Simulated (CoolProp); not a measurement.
Vapour-liquid equilibrium of isobutene (1) + acetone (2) at 0.0254 MPa; x and y are mole fractions of (1).

Model: multi-fluid Helmholtz-energy mixture model, Lemmon 2005 and Lemmon 2006; pair parameters Bell 2016, in CoolProp.

```tsv
x	bubble temperature (K)	y at the bubble point	dew temperature at overall composition x (K)	liquid density (mol/L)
0.05	271.0	0.685	292.7	13.84
0.125	254.6	0.886	290.9	13.89
0.2	247.2	0.933	289.0	13.77
0.275	243.3	0.951	287.0	?
0.35	241.2	0.960	284.7	13.39
0.425	240.1	0.964	282.3	13.18
0.5	239.4	0.967	279.6	12.96
0.575	239.0	0.968	276.5	12.75
0.65	?	0.970	272.9	12.55
0.725	238.3	?	268.6	12.36
0.8	237.8	0.975	263.3	12.18
0.875	237.1	0.981	255.9	12.01
0.95	236.2	0.990	243.6	11.86
```

Fill in the missing entries.


- 0.275, liquid density (mol/L): 13.59
- 0.65, bubble temperature (K): 238.7
- 0.725, y at the bubble point: 0.972

No azeotrope shows between x = 0.05 and 0.95.

Pair parameters are fitted to limited data, so mixtures are less certain than the pure fluids. With so large a gap from Raoult's law the liquid may split in two, which this calculation doesn't test in full.
